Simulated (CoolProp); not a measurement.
The fluid at 298.15 K and 0.769 MPa flows at 6.2 m/s in a round tube of 20 mm bore and 45 µm roughness, fully developed (64/Re and Nu = 3.66 if laminar; Colebrook and Gnielinski if turbulent). The same conditions are run with several fluids, on thermodynamics alone (safety and materials aside).

Values from CoolProp's reference Helmholtz-energy equation of state of each fluid (R227EA: Lemmon 2016; n-decane: Lemmon 2006; p-xylene: Zhou 2012; R245fa: Akasaka 2015; R236FA: Pan 2012).

Rank R227EA, n-decane, p-xylene, R245fa, R236FA by Reynolds number, highest first.

R227EA (714000), R236FA (585000), R245fa (417000), p-xylene (174000), n-decane (105000)

| fluid | Darcy friction factor | pressure drop (Pa/m) | heat-transfer coefficient (W/(m² K)) | mass flow (kg/h) |
|---|---|---|---|---|
| R227EA | 0.0244 | 32600 | 13600 | 9750 |
| n-decane | 0.0257 | 17900 | 6910 | 5100 |
| p-xylene | 0.0251 | 20700 | 8910 | 6010 |
| R245fa | 0.0246 | 31700 | 13200 | 9400 |
| R236FA | 0.0245 | 32000 | 13800 | 9550 |

Transport values come from each fluid's own correlations; those of R227EA, R245fa, R236FA are estimates that may be off by 10 % or more.
